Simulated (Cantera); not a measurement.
Feed: 1 mol SiH₂Cl₂, a varied amount of O₂, 0.068 mol O₃, at 850 K and 300 Pa.

Method: chemical equilibrium by Gibbs-energy minimisation in Cantera with the NASA 1993 tables (ideal gas, pure condensed phases). Candidate condensed phases: H₂O, Si, SiO₂; 30 gas species. Rates play no part.

Problem. Which condensed phases are stable at each of these points (n(O₂) (mol)): 0.099, 0.17, 0.24, 0.32, 0.39, 0.46, 0.54?

Solution. 
```json
[
 {"n(O₂) (mol)": "0.099", "condensed phases": "Si(s) + SiO₂(β-quartz)", "Si condensed (%)": "49.4"},
 {"n(O₂) (mol)": "0.17", "condensed phases": "Si(s) + SiO₂(β-quartz)", "Si condensed (%)": "49.4"},
 {"n(O₂) (mol)": "0.24", "condensed phases": "Si(s) + SiO₂(β-quartz)", "Si condensed (%)": "49.4"},
 {"n(O₂) (mol)": "0.32", "condensed phases": "Si(s) + SiO₂(β-quartz)", "Si condensed (%)": "49.4"},
 {"n(O₂) (mol)": "0.39", "condensed phases": "Si(s) + SiO₂(β-quartz)", "Si condensed (%)": "49.4"},
 {"n(O₂) (mol)": "0.46", "condensed phases": "SiO₂(β-quartz)", "Si condensed (%)": "56.2"},
 {"n(O₂) (mol)": "0.54", "condensed phases": "SiO₂(β-quartz)", "Si condensed (%)": "64.2"}
]
```

From 0.099 mol O₂ to 0.39 mol O₂ the condensed part is Si(s) + SiO₂(β-quartz). From 0.46 mol O₂ to 0.54 mol O₂ the condensed part is SiO₂(β-quartz).
